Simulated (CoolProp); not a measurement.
Properties of chloromethane (R40) along the isotherm 226.85 °C (Tc = 145.5 °C, pc = 6.929 MPa, ω = 0.150).

Model: reference Helmholtz-energy equation of state, Thol 2014, in CoolProp.

| p (MPa) | phase | Z | cp (kJ/(kg K)) | speed of sound (m/s) | Joule-Thomson coefficient (K/MPa) | isothermal compressibility (1/MPa) |
|---|---|---|---|---|---|---|
| 1.33 | gas | (withheld) | 1.142 | 303.5 | 7.669 | (withheld) |
| 2.67 | gas | 0.9202 | 1.199 | 295.5 | 7.673 | 0.4079 |
| 4 | gas | 0.8787 | 1.267 | 287.7 | 7.657 | 0.2860 |
| 5.33 | gas | 0.8360 | 1.350 | 279.9 | 7.610 | 0.2265 |
| 6.66 | gas | 0.7923 | 1.451 | 272.6 | (withheld) | 0.1921 |
| 8 | supercritical | 0.7474 | 1.578 | 265.9 | 7.350 | 0.1701 |
| 9.33 | supercritical | 0.7025 | 1.733 | 260.5 | 7.087 | 0.1549 |
| 10.7 | supercritical | (withheld) | (withheld) | 257.3 | 6.677 | 0.1423 |
| 12 | supercritical | 0.6175 | 2.120 | 257.4 | 6.132 | 0.1301 |
| 13.3 | supercritical | 0.5832 | 2.296 | 261.8 | 5.453 | 0.1154 |
| 14.7 | supercritical | 0.5555 | 2.414 | 271.9 | 4.651 | (withheld) |
| 16 | supercritical | (withheld) | 2.443 | 285.5 | 3.941 | 0.07942 |
| 17.3 | supercritical | 0.5313 | 2.414 | 302.1 | (withheld) | 0.06416 |

Question: Complete the blanks.

Answer: 
- 1.33, Z: 0.9608
- 1.33, isothermal compressibility (1/MPa): 0.7830
- 6.66, Joule-Thomson coefficient (K/MPa): 7.516
- 10.7, Z: 0.6574
- 10.7, cp (kJ/(kg K)): 1.924
- 14.7, isothermal compressibility (1/MPa): 0.09684
- 16, Z: 0.5393
- 17.3, Joule-Thomson coefficient (K/MPa): 3.322
